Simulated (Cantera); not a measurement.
A perfectly stirred reactor is fed with C2H6 : H2 = 1 : 10 (molar parts), at 19000 Pa; it is held at 1750 K, and followed from long to short residence time.

Computed with Cantera and GRI-Mech 3.0 (53 species, 325 reactions). GRI-Mech 3.0 stops at C3 and has no aromatics, soot or wall deposition, so with more carbon than oxygen in the feed, carbon stays in small species such as C2H2 where larger ones or solid carbon would form.

**Question.** What does this change do: C2H6 1 to 0.11 parts?

**Answer.** 
```csv
quantity,before,after
x(C2H6) at τ = 0.380 s,1.27e-5,1.54e-6
x(H2) at τ = 0.380 s,0.909,0.985
x(H) at τ = 0.380 s,0.000579,0.000574
x(CH2) at τ = 0.380 s,1.93e-7,5.20e-8
x(C2H2) at τ = 0.380 s,0.0664,0.00704
x(C2H6) at τ = 10.0 ms,0.000294,3.47e-5
x(H2) at τ = 10.0 ms,0.889,0.983
x(H) at τ = 10.0 ms,0.00101,0.00102
x(CH2) at τ = 10.0 ms,1.20e-6,2.37e-7
x(C2H2) at τ = 10.0 ms,0.0508,0.00517
```

**Question.** What does this change do: temperature 1750 to 1798 K?

**Answer.** 
```
quantity                  before     after
----------------------  --------  --------
x(C2H6) at τ = 0.380 s   1.27e-5   7.89e-6
x(H2) at τ = 0.380 s       0.909     0.912
x(H) at τ = 0.380 s     0.000579  0.000844
x(CH2) at τ = 0.380 s    1.93e-7   3.19e-7
x(C2H2) at τ = 0.380 s    0.0664    0.0689
x(C2H6) at τ = 10.0 ms  0.000294  0.000204
x(H2) at τ = 10.0 ms       0.889     0.891
x(H) at τ = 10.0 ms      0.00101   0.00129
x(CH2) at τ = 10.0 ms    1.20e-6   1.85e-6
x(C2H2) at τ = 10.0 ms    0.0508    0.0530
```
